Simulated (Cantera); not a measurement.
An isothermal, constant-pressure homogeneous reactor starts with NO : N₂ = 1 : 5.5 (molar parts), at 1750 K and 1.58 atm. Integrator tolerance rtol = 1e-08.

Cantera simulation using GRI-Mech 3.0 (53 species, 325 reactions); the numbers are that mechanism's predictions, not measurements.

| quantity | before | after |
|---|---|---|
| x(NO) at 10.0 s | 0.0825 (gas-phase equilibrium 0.00228) | 0.145 (gas-phase equilibrium 0.00228) |
| x(O₂) at 10.0 s | 0.0356 (gas-phase equilibrium 0.0758) | 0.00443 (gas-phase equilibrium 0.0757) |
| x(O) at 10.0 s | 1.14e-5 (gas-phase equilibrium 1.64e-5) | 1.83e-5 (gas-phase equilibrium 6.25e-5) |
| x(N₂) at 10.0 s | 0.882 (gas-phase equilibrium 0.922) | 0.851 (gas-phase equilibrium 0.922) |
| x(NO₂) at 10.0 s | 0.000121 (gas-phase equilibrium 4.82e-6) | 2.17e-5 (gas-phase equilibrium 1.26e-6) |
| x(N₂O) at 10.0 s | 2.94e-6 (gas-phase equilibrium 1.80e-7) | 8.07e-6 (gas-phase equilibrium 4.73e-8) |

Question: Which change was made?
(A) temperature 1750 to 1850 K
(B) temperature 1750 to 1500 K
(C) N2 5.5 to 0.59 parts
(D) pressure from 1.58 atm to 0.109 atm

Answer: D, pressure from 1.58 atm to 0.109 atm
